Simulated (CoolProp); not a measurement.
R1336mzz(E) along the isobar 2.56 MPa: density (kg/m³) from the reference equation and from simpler models built on Tc = 130.4 °C, pc = 2.779 MPa, ω = 0.413; each cubic takes its own stable root.

Computed with CoolProp (reference Helmholtz-energy equation of state, Akasaka 2023).

| T (°C) | phase | reference | van der Waals | Redlich-Kwong | Soave-Redlich-Kwong |
|---|---|---|---|---|---|
| -21.45 | liquid | 1459 | 841.5 | 1224 | 1286 |
| -11.35 | liquid | 1434 | 827.9 | 1200 | 1264 |
| -1.25 | liquid | 1408 | 813.8 | 1174 | 1240 |
| 8.85 | liquid | 1381 | 799.0 | 1147 | 1215 |
| 18.95 | liquid | 1353 | 783.5 | 1119 | 1188 |
| 29.05 | liquid | 1324 | 767.2 | 1089 | 1159 |
| 39.25 | liquid | 1292 | 749.7 | 1057 | 1128 |
| 49.35 | liquid | 1259 | 731.2 | 1024 | 1094 |
| 59.45 | liquid | 1224 | 711.3 | 987.9 | 1057 |
| 69.55 | liquid | 1186 | 689.5 | 948.9 | 1016 |
| 79.65 | liquid | 1143 | 665.4 | 906.0 | 970.7 |
| 89.75 | liquid | 1096 | 638.0 | 858.1 | 919.1 |
